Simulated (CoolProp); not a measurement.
Saturation properties of C2F6 (R116).

Values from CoolProp's reference Helmholtz-energy equation of state, Lemmon 2006. It is a short technical equation, of lower accuracy than the large ones.

```tsv
T (K)	p (kPa)	vapour density (kg/m³)	vapour viscosity (µPa s)
185	(withheld)	5.274	8.67
187.1	64.68	5.932	8.77
189.2	73.12	6.653	8.86
191.3	82.41	7.441	8.95
193.4	92.60	8.299	9.05
195.5	(withheld)	(withheld)	9.14
197.6	115.9	10.25	9.24
199.8	129.8	(withheld)	9.33
201.9	144.3	12.59	(withheld)
204	159.9	13.88	9.52
206.1	176.9	15.27	9.61
208.2	195.2	16.76	9.71
210.3	(withheld)	18.36	9.80
212.4	236.0	20.09	9.89
214.5	258.7	21.94	(withheld)
```

Problem. What belongs in the gaps?

Solution. 
- 185, p (kPa): 57.02
- 195.5, p (kPa): 103.8
- 195.5, vapour density (kg/m³): 9.233
- 199.8, vapour density (kg/m³): 11.40
- 201.9, vapour viscosity (µPa s): 9.43
- 210.3, p (kPa): 214.8
- 214.5, vapour viscosity (µPa s): 9.99

It boils at 195.1 K under 1 atm.

Viscosity comes from a separate model (Huber 2003), an estimate that may be off by 10 % or more.
